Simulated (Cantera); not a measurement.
Feed: 1 mol V₂O₃, 380 mol H₂, at 1.20 bar.

These are equilibrium values from Cantera (NASA tables, ideal gas, pure condensed phases), not measurements of a reactor. Candidate condensed phases: H₂O, V, VO, V₂O₃, V₂O₄, V₂O₅; 12 gas species. Mutual solubility and eutectic melting of coexisting phases are not modelled. VO: taken at fixed stoichiometry. Condensed phases not in the tables: the oxides between V₂O₃ and V₂O₅ other than VO₂. Kinetics and transport are ignored.

log p: log10 of the partial pressure in bar; n: condensed amount in mol.

| T (K) | log p H₂ | log p H₂O | log p H | log p VO | log p VO₂ | log p OH | n VO(s) | n V₂O₃(s) |
|---|---|---|---|---|---|---|---|---|
| 998 | 0.08 | -4.19 | -8.63 | <-11 | <-11 | <-11 | 0.0406 | 0.980 |
| 1098 | 0.08 | -3.69 | -7.57 | <-11 | <-11 | <-11 | 0.129 | 0.936 |
| 1198 | 0.08 | … | … | <-11 | <-11 | <-11 | … | … |
| 1298 | 0.08 | -2.92 | -5.93 | <-11 | <-11 | -10.82 | 0.755 | 0.622 |
| 1398 | 0.08 | -2.62 | -5.29 | -11.63 | -10.76 | -9.69 | 1.51 | 0.247 |
| 1498 | 0.08 | -2.50 | -4.73 | -10.30 | -9.57 | -8.85 | 2.00 | 0 |
| 1598 | 0.08 | -2.50 | -4.23 | -9.14 | -8.65 | -8.22 | 2.00 | 0 |
| 1698 | 0.08 | -2.50 | … | … | … | … | 2.00 | 0 |
| 1798 | 0.08 | -2.50 | -3.41 | -7.23 | -7.13 | -7.18 | 2.00 | 0 |
| 1898 | 0.08 | -2.50 | -3.07 | -6.44 | -6.50 | -6.73 | 2.00 | 0 |
| 1998 | 0.08 | -2.50 | -2.76 | -5.73 | -5.94 | -6.34 | 2.00 | 0 |

**Question.** Some entries are withheld; supply them.

**Answer.** 
- 1698, log p H: -3.80
- 1698, log p VO: -8.13
- 1698, log p VO₂: -7.84
- 1698, log p OH: -7.67
- 1198, log p H₂O: -3.27
- 1198, log p H: -6.68
- 1198, n VO(s): 0.337
- 1198, n V₂O₃(s): 0.832
